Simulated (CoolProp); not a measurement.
A single-stage vapour-compression cycle with chlorine: evaporating at 328.15 K (dew point), condensing at 356.15 K (bubble point), superheat 0 K, subcooling 5 K, compressor efficiency 0.6, no pressure losses. Each further row changes one setting.

Computed with CoolProp (reference Helmholtz-energy equation of state, Thol 2021).

```csv
case,cooling COP,pressure ratio,discharge temperature (K),refrigerating effect (kJ/kg),volumetric capacity (kJ/m³)
as stated,6.11,1.77,397.8,197,10000
evaporating temperature 333.15 K,7.68,1.59,389.0,197,11200
condensing temperature 351.15 K,?,1.61,?,202,10300
subcooling 10 K,6.29,1.77,397.8,202,10300
superheat 10 K,5.99,1.77,410.7,203,?
compressor efficiency 0.5,5.09,1.77,?,197,10000
```

Q: Complete the blanks.

A: 
- condensing temperature 351.15 K, cooling COP: 7.63
- condensing temperature 351.15 K, discharge temperature (K): 385.5
- superheat 10 K, volumetric capacity (kJ/m³): 9820
- compressor efficiency 0.5, discharge temperature (K): 407.3
